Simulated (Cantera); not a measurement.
Mixture: CH4 : O2 : N2 = 1 : 4.76 : 17.9 (molar parts), equivalence ratio 0.42, at 5.10 bar, adiabatic and at constant volume. Ignition delay is the time to a rise of 400 K.

Cantera simulation using GRI-Mech 3.0 (53 species, 325 reactions); the numbers are that mechanism's predictions, not measurements.

Predict: delay at 1050 K; delay at 1150 K; delay at 1250 K; delay at 1350 K; delay at 1450 K; apparent activation energy between 1350 and 1450 K.


| Item | Result |
|---|---|
| delay at 1050 K | 54.8 ms |
| delay at 1150 K | 12.3 ms |
| delay at 1250 K | 3.35 ms |
| delay at 1350 K | 1.05 ms |
| delay at 1450 K | 0.371 ms |
| apparent activation energy between 1350 and 1450 K | 170 kJ/mol |
